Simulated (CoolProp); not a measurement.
The numbers come from the reference Helmholtz-energy equation of state, Akasaka 2015 in CoolProp.

Question: Give the vapour pressure (bar), vapour Z, vapour viscosity (µPa s) of saturated R245fa at 285.8, 308.8, 343.5 K.

Answer: 
```json
[
 {"T (K)": "285.8", "p (bar)": "0.920", "vapour Z": "0.960", "vapour viscosity (µPa s)": "11.3"},
 {"T (K)": "308.8", "p (bar)": "2.17", "vapour Z": "0.928", "vapour viscosity (µPa s)": "12.3"},
 {"T (K)": "343.5", "p (bar)": "6.15", "vapour Z": "0.853", "vapour viscosity (µPa s)": "13.8"}
]
```

Viscosity comes from a separate model (Bell 2016), an estimate that may be off by 10 % or more.
